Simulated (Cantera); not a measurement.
# Pb + O₂ + H₂ (iron carbonyl, mercury and lead vapours)

A closed system holds: 1 mol Pb, 1.7 mol O₂, 2.4 mol H₂, at 45.0 Pa.

Equilibrium computed with Cantera from the NASA thermochemical tables; the gas is ideal and each condensed phase is pure. Candidate condensed phases: H₂O, Pb, PbO, PbO₂, Pb₃O₄; 12 gas species. Gases not in the tables: (PbO)n polymers. The numbers say what is thermodynamically allowed, not how fast it happens.

```csv
T (°C),x H₂O,x PbO,x Pb,x O₂,x OH,x H₂,x O,x H,n PbO(yellow),n PbO(l)
502,1.00,3.99e-8,8.16e-9,8.15e-9,1.21e-10,8.19e-9,<1e-12,<1e-12,1.00,0
552,1.000,5.58e-7,1.23e-7,7.48e-8,9.69e-10,2.75e-8,<1e-12,<1e-12,1.000,0
602,1.000,5.72e-6,1.22e-6,6.45e-7,6.42e-9,7.31e-8,<1e-12,<1e-12,1.000,0
652,1.000,4.53e-5,9.16e-6,4.66e-6,3.51e-8,1.71e-7,1.36e-12,5.07e-12,1.000,0
702,1.000,0.000288,5.52e-5,2.78e-5,1.62e-7,3.64e-7,1.79e-11,3.25e-11,0.999,0
752,0.998,0.00152,0.000278,0.000139,6.44e-7,7.22e-7,1.83e-10,1.74e-10,0.996,0
802,0.991,0.00685,0.00120,0.000598,2.25e-6,1.34e-6,1.51e-9,8.00e-10,0.981,0
852,0.966,0.0268,0.00451,0.00226,6.94e-6,2.31e-6,1.03e-8,3.19e-9,0.922,0
902,0.888,0.0896,0.0148,0.00739,1.87e-5,3.64e-6,5.92e-8,1.10e-8,0,0.718
952,0.691,0.247,0.0413,0.0206,4.22e-5,4.80e-6,2.85e-7,3.22e-8,0,0
1002,0.687,0.231,0.0547,0.0273,8.44e-5,1.08e-5,8.70e-7,1.14e-7,0,0
1052,0.681,0.214,0.0700,0.0350,0.000160,2.30e-5,2.43e-6,3.70e-7,0,0
1102,0.675,0.195,0.0868,0.0433,0.000287,4.68e-5,6.25e-6,1.10e-6,0,0
```
x: gas mole fraction; n: condensed amount in mol.

From 502 °C to 852 °C the condensed part is PbO(yellow). At 902 °C the condensed part is PbO(l). From 952 °C to 1102 °C nothing is condensed.
